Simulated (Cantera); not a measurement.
Nitride etching: Si3N4 + HCl + N2 + Cl2

Feed: 1 mol Si3N4, 86 mol HCl, 0.54 mol N2, 13 mol Cl2, at 1673.15 K and 0.100 bar.

Method: chemical equilibrium by Gibbs-energy minimisation in Cantera with the NASA 1993 tables (ideal gas, pure condensed phases). Candidate condensed phases: NH4Cl, Si, Si3N4; 28 gas species. The tables' values for SiCl3 are old estimates; treat these amounts as uncertain. Kinetics and transport are ignored.

The x(HCl) is 0.836. The x(Cl) comes out as 0.0846 and the x(SiCl4) comes out as 0.0290. The x(Cl2) is 0.0258. The x(N2) comes out as 0.0247 and the x(SiCl3) is 0.000159. The x(H2) is 7.75e-6 and the x(SiCl2) is 1.82e-6. The x(H) comes out as 1.00e-6, the gas amount comes out as 102.9 mol and the log10 activity of Si(s) (absent) is -11.25.
